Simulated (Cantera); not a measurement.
Input: 1 mol TiO2, 2.8 mol Al2O3, 0.12 mol O2, held at 0.133 bar.

Method: chemical equilibrium by Gibbs-energy minimisation in Cantera with the NASA 1993 tables (ideal gas, pure condensed phases). Candidate condensed phases: Al, Al2O3, Ti, TiO, TiO2, Ti2O3, Ti3O5, Ti4O7; 12 gas species. Mutual solubility and eutectic melting of coexisting phases are not modelled. Condensed phases not in the tables: mixed aluminates and titanates, alloys, solid solutions and most ternary compounds. Kinetics and transport are ignored.

x: gas mole fraction; n: condensed amount in mol.

```tsv
T (K)	x O2	x O	x TiO2	x O3	x AlO	n Al2O3(s)	n TiO2(rutile)	n TiO2(l)
975	1.00	1.98e-10	<1e-12	2.33e-12	<1e-12	2.80	1.00	0
1175	1.00	4.00e-8	<1e-12	4.70e-11	<1e-12	2.80	1.00	0
1375	1.000	1.74e-6	<1e-12	3.99e-10	<1e-12	2.80	1.00	0
1575	1.000	2.93e-5	…	1.98e-9	<1e-12	2.80	1.00	0
1775	1.000	0.000262	…	6.91e-9	<1e-12	2.80	1.00	0
1975	0.998	0.00151	…	1.89e-8	1.92e-11	2.80	1.00	0
2175	0.994	0.00629	…	4.32e-8	2.64e-9	2.80	0	1.000
```

### Question
Complete the blanks.

### Answer

- 1575, x TiO2: 7.91e-11
- 1775, x TiO2: 1.56e-8
- 1975, x TiO2: 1.02e-6
- 2175, x TiO2: 2.80e-5
